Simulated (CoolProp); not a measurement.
Vapour-liquid equilibrium of CHF3 (R23) (1) + R22 (2) at 0.0807 bar; x and y are mole fractions of (1).

Model: multi-fluid Helmholtz-energy mixture model, Penoncello 2003 and Kamei 1995; pair parameters Bell 2016, in CoolProp.

**Question.** Give the bubble temperature and the first vapour's composition at x = 0.35, 0.55, 0.65. Is there an azeotrope?

**Answer.** x = 0.35: -108.3 °C, y = 0.924; x = 0.55: -111.9 °C, y = 0.961; x = 0.65: -113.2 °C, y = 0.971. No azeotrope shows between x = 0.05 and 0.95.

Pair parameters are fitted to limited data, so mixtures are less certain than the pure fluids.
